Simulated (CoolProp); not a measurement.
A closed Brayton cycle with carbon dioxide: compressor inlet 323.15 K and 7.7 MPa, high pressure 19.2 MPa, turbine inlet 880 K, compressor efficiency 0.89, turbine efficiency 0.93, recuperator effectiveness 0 (on enthalpy, no pinch check). Each further row changes one setting.

Computed with CoolProp (reference Helmholtz-energy equation of state, Span 1996).

```tsv
case	thermal efficiency (%)	net work (kJ/kg)	compressor to turbine work	compressor exit (K)	turbine exit (K)
as stated	…	88.4	0.34	400.2	762.9
turbine inlet 830 K	14.4	80.0	…	400.2	…
compressor inlet 333.15 K	14.0	83.1	0.38	414.6	762.9
high pressure 16.3 MPa	…	75.1	…	…	…
recuperator effectiveness 0.5	…	88.4	0.34	400.2	762.9
```

### Question
What belongs in the gaps?

### Answer

- as stated, thermal efficiency (%): 14.3
- turbine inlet 830 K, compressor to turbine work: 0.36
- turbine inlet 830 K, turbine exit (K): 717.2
- high pressure 16.3 MPa, thermal efficiency (%): 11.9
- high pressure 16.3 MPa, compressor to turbine work: 0.32
- high pressure 16.3 MPa, compressor exit (K): 386.0
- high pressure 16.3 MPa, turbine exit (K): 783.3
- recuperator effectiveness 0.5, thermal efficiency (%): 21.5
